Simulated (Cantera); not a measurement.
Charge: 1 mol SiH₄, 0.12 mol O₃, equilibrated at 877 °C and 10.0 mbar.

Method: chemical equilibrium by Gibbs-energy minimisation in Cantera with the NASA 1993 tables (ideal gas, pure condensed phases). Candidate condensed phases: H₂O, Si, SiO₂; 18 gas species. Mutual solubility and eutectic melting of coexisting phases are not modelled. The tables hold silica as quartz up to 1696 K and as liquid above; real silica turns to tridymite and cristobalite and melts near 1996 K. Rates play no part.

Base state: H₂ 1.000, SiO 1.19e-5 (mole fractions); condensed: Si(s) + SiO₂(β-quartz).

**Question.** What changes in the equilibrium state with this change: SiH₄ replaced by SiF₄?

**Answer.** 
| species | before | after |
|---|---|---|
| SiF₄ | 0 | 0.847 |
| O₂ | <1e-9 | 0.153 |
| H₂ | 1.000 | 0 |
| SiO | 1.19e-5 | <1e-9 |
| Si(s), mol | 0.820 | 0 |
| SiO₂(β-quartz), mol | 0.180 | 0 |
